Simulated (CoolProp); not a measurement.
R507A along the isotherm 226.85 °C: Z from the reference equation and from simpler models built on Tc = 70.6 °C, pc = 3705 kPa, ω = 0.286; each cubic takes its own stable root.

Computed with CoolProp (reference Helmholtz-energy equation of state, Lemmon 2003). It is a pseudo-pure fit of the blend.

| p (kPa) | phase | reference |
|---|---|---|
| 662 | gas | 0.9841 |
| 1320 | gas | 0.9686 |
| 1980 | gas | 0.9533 |
| 2650 | gas | 0.9381 |
| 3310 | gas | 0.9236 |
| 3970 | supercritical | 0.9095 |
| 4630 | supercritical | 0.8960 |
| 5290 | supercritical | 0.8831 |
| 5950 | supercritical | 0.8710 |
| 6620 | supercritical | 0.8594 |
| 7280 | supercritical | 0.8489 |
| 7940 | supercritical | 0.8393 |
| 8600 | supercritical | 0.8307 |
| 9260 | supercritical | 0.8231 |

Problem. How far does each simpler model (van der Waals, Redlich-Kwong) lie from the reference over these 14 states: mean and median of the absolute difference, and the worst?

Solution. 
- van der Waals: mean 5.6 %, median 5.5 %, worst -10.7 % at 226.85 °C and 9260 kPa
- Redlich-Kwong: mean 2.7 %, median 2.9 %, worst -4.5 % at 226.85 °C and 9260 kPa
